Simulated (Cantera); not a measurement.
An isothermal, constant-pressure homogeneous reactor starts with 27.0 % CH₄, 73.0 % H₂O, at 2073 K and 1.00 atm.

Detailed kinetics in Cantera: GRI-Mech 3.0 (53 species, 325 reactions).

x: mole fraction; the columns are a selection and need not sum to one.

| t (s) | x CH₄ | x H₂O | x C₂H₄ | x O₂ | x CH₃ |
|---|---|---|---|---|---|
| 2.00e-5 | 0.190 | 0.695 | 0.0147 | … | 0.0153 |
| 0.000112 | 0.0611 | 0.591 | 0.00219 | … | 0.00509 |
| 0.000632 | 0.0168 | 0.499 | 0.000260 | … | 0.00149 |
| 0.00356 | 0.00900 | 0.363 | 8.45e-5 | … | 0.000682 |
| 0.0200 | 0.000787 | 0.283 | 1.23e-6 | 6.39e-8 | 5.40e-5 |
| 0.112 | 2.39e-9 | 0.281 | <1e-12 | 6.49e-8 | 1.66e-10 |
| 0.632 | 2.39e-9 | 0.281 | <1e-12 | 6.49e-8 | 1.66e-10 |
| 3.56 | 2.39e-9 | 0.281 | <1e-12 | 6.49e-8 | 1.66e-10 |
| 20.0 | 2.39e-9 | 0.281 | <1e-12 | 6.49e-8 | 1.66e-10 |

Problem. What belongs in the gaps?

Solution. 
- 2.00e-5, x O₂: 1.45e-7
- 0.000112, x O₂: 3.46e-7
- 0.000632, x O₂: 2.27e-7
- 0.00356, x O₂: 1.06e-7
